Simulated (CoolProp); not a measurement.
Computed with CoolProp (reference Helmholtz-energy equation of state, Thol 2021).

Problem. Give the vapour pressure (kPa), liquid density (kg/m³), vapour density (kg/m³), enthalpy of vaporisation (kJ/kg) of saturated chlorine at 274.3 K.

Solution. 
```csv
T (K),p (kPa),liquid density (kg/m³),vapour density (kg/m³),enthalpy of vaporisation (kJ/kg)
274.3,382,1460,12.7,265
```
